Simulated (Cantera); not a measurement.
# Adiabatic ignition

An adiabatic, constant-volume homogeneous reactor starts with CH4 : O2 : N2 = 1 : 6.25 : 23.5 (molar parts), equivalence ratio 0.32, at 1525 K and 2.60 bar.

Detailed kinetics in Cantera: GRI-Mech 3.0 (53 species, 325 reactions).

```csv
t (s),T (K),P (bar),x CH4,x O2,x C2H6,x H2O2,x C2H,x HCN
7.00e-6,1525,2.60,0.0325,0.203,2.82e-10,6.50e-9,<1e-12,<1e-12
1.50e-5,1525,2.60,0.0325,0.203,3.48e-9,1.66e-8,<1e-12,<1e-12
3.21e-5,1525,2.60,0.0325,0.203,5.12e-8,3.74e-8,<1e-12,<1e-12
6.88e-5,1525,2.60,0.0325,0.203,1.11e-6,7.75e-8,<1e-12,<1e-12
0.000147,1527,2.60,0.0321,0.203,3.94e-5,2.29e-7,<1e-12,<1e-12
0.000316,2182,3.77,<1e-12,0.135,<1e-12,3.37e-7,<1e-12,2.68e-12
0.000676,2365,4.04,<1e-12,0.136,<1e-12,2.40e-7,<1e-12,<1e-12
0.00145,2364,4.04,<1e-12,0.136,<1e-12,2.39e-7,<1e-12,<1e-12
0.00310,2362,4.04,<1e-12,0.136,<1e-12,2.38e-7,<1e-12,<1e-12
0.00665,2358,4.03,<1e-12,0.135,<1e-12,2.35e-7,<1e-12,<1e-12
0.0142,2351,4.02,<1e-12,0.134,<1e-12,2.29e-7,<1e-12,<1e-12
0.0305,2342,4.00,<1e-12,0.132,<1e-12,2.23e-7,<1e-12,<1e-12
0.0654,2335,3.99,<1e-12,0.131,<1e-12,2.18e-7,<1e-12,<1e-12
0.140,2333,3.99,<1e-12,0.130,<1e-12,2.17e-7,<1e-12,<1e-12
0.300,2333,3.99,<1e-12,0.130,<1e-12,2.17e-7,<1e-12,<1e-12
```
x: mole fraction; the columns are a selection and need not sum to one.

| Property | Result |
|---|---|
| time of steepest temperature rise | 0.301 ms |
| temperature at 0.300 s | 2333 K |
| equilibrium temperature | 2333 K |
| x(CH4) at 0.300 s | <1e-12 (gas-phase equilibrium <1e-12) |
| x(O2) at 0.300 s | 0.130 (gas-phase equilibrium 0.130) |
| x(C2H6) at 0.300 s | <1e-12 (gas-phase equilibrium <1e-12) |
